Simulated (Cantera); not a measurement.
Feed: 1 mol CH3SiH3, 0.025 mol C2H4, 1.6 mol H2, 2.5 mol HCl, held at 1000 K and 690 Pa.

Method: chemical equilibrium by Gibbs-energy minimisation in Cantera with the NASA 1993 tables (ideal gas, pure condensed phases). Candidate condensed phases: C, C6H6, C7H8, C8H18, Si, SiC; 109 gas species. The feed counts by its element totals alone. The tables' values for SiCl3 are old estimates; treat these amounts as uncertain. Rates play no part.

Problem. What is the equilibrium state?

Solution. 
```
Item                                  Value
--------------------------------  ---------
x(H2)                                 0.755
x(HCl)                                0.205
x(SiCl4)                             0.0388
x(SiHCl3)                           0.00101
x(CH4)                             0.000375
x(SiCl3)                           0.000243
x(SiCl2)                            3.68e-5
x(SiH2Cl2)                          2.82e-6
n(C(graphite))                    0.323 mol
n(SiC(s))                         0.725 mol
gas amount                        6.873 mol
log10 activity of Si(s) (absent)      -3.41
```
